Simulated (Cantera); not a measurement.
Thermodynamics of sublimation and decomposition of ceramics, feed AlN + H₂

Charge: 1 mol AlN, a varied amount of H₂, held at 10.0 mbar.

Equilibrium computed with Cantera from the NASA thermochemical tables; the gas is ideal and each condensed phase is pure. Candidate condensed phases: Al, AlN; 13 gas species. Kinetics and transport are ignored.

Problem. Map the stable condensed phases over T = 1275, 1375, 1475, 1575, 1675, 1775, 1875, 1975, 2075, 2175, 2275, 2375, 2475, 2575 °C and n(H₂) in mol = 0.11, 0.17, 0.26, 0.41, 0.63, 0.97, 1.5, 2.3, 3.6, 5.5, 8.5.

Solution. 
```
T in °C \ n(H₂) in mol
         0.11 0.17 0.26 0.41 0.63 0.97  1.5  2.3  3.6  5.5  8.5
   2575     A    A    A    A    A    A    A    A    A    A    A
   2475     A    A    A    A    A    A    A    A    A    A    A
   2375     A    A    A    A    A    A    A    A    A    A    A
   2275     A    A    A    A    A    A    A    A    A    A    A
   2175     A    A    A    A    A    A    A    A    A    A    A
   2075     A    A    A    A    A    A    A    A    A    A    A
   1975     A    A    A    A    A    A    A    A    A    A    A
   1875     B    B    B    A    A    A    A    A    A    A    A
   1775     B    B    B    B    B    B    B    B    B    A    A
   1675     B    B    B    B    B    B    B    B    B    B    B
   1575     B    B    B    B    B    B    B    B    B    B    B
   1475     B    B    B    B    B    B    B    B    B    B    B
   1375     B    B    B    B    B    B    B    B    B    B    B
   1275     B    B    B    B    B    B    B    B    B    B    B
```
A: gas only; B: AlN.
